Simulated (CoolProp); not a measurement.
Vapour-liquid equilibrium of CH2F2 (R32) (1) + R134a (2) at 1.47 MPa; x and y are mole fractions of (1).

Computed with CoolProp (multi-fluid Helmholtz-energy mixture model, Tillner-Roth 1997 and Tillner-Roth 1994; pair parameters Lemmon 2004).

Task: Give the bubble temperature and the first vapour's composition at x = 0.65, 0.8, 0.95. Is there an azeotrope?

Result: x = 0.65: 29.4 °C, y = 0.782; x = 0.8: 25.1 °C, y = 0.887; x = 0.95: 21.1 °C, y = 0.974. No azeotrope shows between x = 0.05 and 0.95.

Pair parameters are fitted to limited data, so mixtures are less certain than the pure fluids.
